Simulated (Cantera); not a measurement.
Cantera with NASA thermochemical tables; ideal gases at 1 bar, condensed phases pure. Values are per mole of reaction as written; species without (g) are pure solids or liquids, kept so even where they would boil at 1 bar.

### Question
Between 300 and 2250 K, where is each reaction favourable under standard conditions?
- 0.6667 Al + Br2(g) ⇌ 0.6667 AlBr3(g)
- 0.5 Si + Br2(g) ⇌ 0.5 SiBr4(g)
- H2(g) + Br2(g) ⇌ 2 HBr(g)

### Answer
- 0.6667 Al + Br2(g) ⇌ 0.6667 AlBr3(g): ΔG° is -295 kJ at 300 K and -217 kJ at 2250 K; it stays negative (K > 1). ΔH° is -319 kJ and ΔS° -46 J/K at 2250 K.
- 0.5 Si + Br2(g) ⇌ 0.5 SiBr4(g): ΔG° is -219 kJ at 300 K and -90 kJ at 2250 K; it stays negative (K > 1). ΔH° is -260 kJ and ΔS° -75 J/K at 2250 K.
- H2(g) + Br2(g) ⇌ 2 HBr(g): ΔG° is -110 kJ at 300 K and -137 kJ at 2250 K; it stays negative (K > 1). ΔH° is -110 kJ and ΔS° 12 J/K at 2250 K.
